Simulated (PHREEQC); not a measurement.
1 kg of water holding 0.11 mol NaOH and 0.091 mol NaCl is evaporated at 90 °C; the solids stay in contact with the brine. CO2 from the air is kept out. Only these solids could form: Halite.

All values are PHREEQC results (Pitzer model, pitzer.dat), not measurements.

Problem. Predict water activity at water left (kg) = 1, 0.8219, 0.07809, 0.04335.

Solution. 
```
water left (kg)  water activity
---------------  --------------
1                         0.993
0.8219                    0.992
0.07809                   0.911
0.04335                   0.835
```

Species that the database lacks are ignored. At this temperature some constants are extrapolated from 25 °C, and those without enthalpy data are left unchanged.
